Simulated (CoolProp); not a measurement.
Decamethyltetrasiloxane (MD2M) along the isotherm 600 K: density (kg/m³) from the reference equation and from simpler models built on Tc = 599.4 K, pc = 1.144 MPa, ω = 0.635; each cubic takes its own stable root.

The numbers come from the reference Helmholtz-energy equation of state, Thol 2017 in CoolProp.

| p (MPa) | phase | reference |
|---|---|---|
| 0.953 | gas | 95.10 |
| 1.91 | supercritical | 465.2 |
| 2.86 | supercritical | 499.2 |
| 3.81 | supercritical | 520.1 |
| 4.77 | supercritical | 535.9 |
| 5.72 | supercritical | 548.5 |
| 6.67 | supercritical | 559.2 |
| 7.63 | supercritical | 568.6 |
| 8.58 | supercritical | 576.9 |
| 9.53 | supercritical | 584.4 |
| 10.5 | supercritical | 591.3 |
| 11.4 | supercritical | 597.3 |

Question: How far does each simpler model (ideal gas, van der Waals, Redlich-Kwong, Soave-Redlich-Kwong, Peng-Robinson) lie from the reference over these 12 states: mean and median of the absolute difference, and the worst?

Answer: 
- ideal gas: mean 32.6 %, median 30.4 %, worst -74.4 % at 600 K and 1.91 MPa
- van der Waals: mean 26.4 %, median 27.7 %, worst -31.9 % at 600 K and 1.91 MPa
- Redlich-Kwong: mean 7.8 %, median 6.8 %, worst -17.2 % at 600 K and 1.91 MPa
- Soave-Redlich-Kwong: mean 7.9 %, median 6.9 %, worst -17.3 % at 600 K and 1.91 MPa
- Peng-Robinson: mean 4.3 %, median 4.4 %, worst -8.3 % at 600 K and 1.91 MPa
